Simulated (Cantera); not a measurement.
Charge: 1 mol SiHCl₃, 13 mol N₂, equilibrated at 1550 K and 6900 Pa.

These are equilibrium values from Cantera (NASA tables, ideal gas, pure condensed phases), not measurements of a reactor. Candidate condensed phases: NH₄Cl, Si, Si₃N₄; 28 gas species. The tables' values for SiCl₃ are old estimates; treat these amounts as uncertain. Kinetics and transport are ignored.

Question: What is the equilibrium state?

Answer: 
| Property | Value |
|---|---|
| x(N₂) | 0.881 |
| x(HCl) | 0.0573 |
| x(SiCl₂) | 0.0318 |
| x(SiCl₄) | 0.0122 |
| x(SiCl₃) | 0.0118 |
| x(H₂) | 0.00550 |
| x(SiHCl₃) | 0.000143 |
| x(Cl) | 7.40e-5 |
| x(H) | 8.89e-6 |
| n(Si₃N₄(s)) | 0.0613 mol |
| gas amount | 14.61 mol |
| log10 activity of Si(s) (absent) | -1.80 |
